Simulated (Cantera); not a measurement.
Mixture: CH₃OH : O₂ : N₂ = 1 : 2.94 : 11.1 (molar parts), at 5.60 bar, adiabatic and at constant pressure. Ignition delay is the time to a rise of 400 K.

Detailed kinetics in Cantera: GRI-Mech 3.0 (53 species, 325 reactions). GRI-Mech 3.0 was tuned for natural gas; its chemistry of methanol as a main component is partial and can be far from experiment.

Q: What does this change do: pressure from 5.60 bar to 1.00 bar?

A: 
```
quantity           before     after
---------------  --------  --------
delay at 1050 K   47.3 ms   0.189 s
delay at 1250 K   1.20 ms   5.14 ms
delay at 1450 K  0.101 ms  0.461 ms
delay at 1650 K   19.3 µs   91.5 µs
delay at 1850 K   5.83 µs   32.7 µs
```
Where the delays flatten at high temperature, the 400 K rule measures the pace of heat release, not the induction time.
